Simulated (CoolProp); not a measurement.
Vapour-liquid equilibrium of ethane (1) + C2F6 (R116) (2) at 0.412 MPa; x and y are mole fractions of (1).

Values from CoolProp's multi-fluid Helmholtz-energy mixture model, Bücker 2006 and Lemmon 2006; pair parameters Bell 2016.

```csv
x,"bubble temperature, mixture model (°C)","bubble temperature, Raoult's law (°C)","y, mixture model","y, Raoult's law"
0.05,-50.6,-47.9,0.151,0.072
0.15,-55.9,-49.1,0.370,0.208
0.25,-59.5,-50.2,0.501,0.332
0.35,-61.5,-51.3,0.578,0.447
0.45,-62.6,-52.4,0.622,0.552
0.55,-63.0,-53.5,0.651,0.649
0.65,-63.2,-54.5,0.674,0.738
0.75,-63.1,-55.5,0.701,0.820
0.85,-62.6,-56.5,0.751,0.897
0.95,-60.4,-57.4,0.872,0.967
```

The largest gap from Raoult's law is -10.2 K in bubble temperature, at x = 0.45. y crosses x between x = 0.65 and 0.75: the model has an azeotrope there.

Pair parameters are fitted to limited data, so mixtures are less certain than the pure fluids. With so large a gap from Raoult's law the liquid may split in two, which this calculation doesn't test in full.
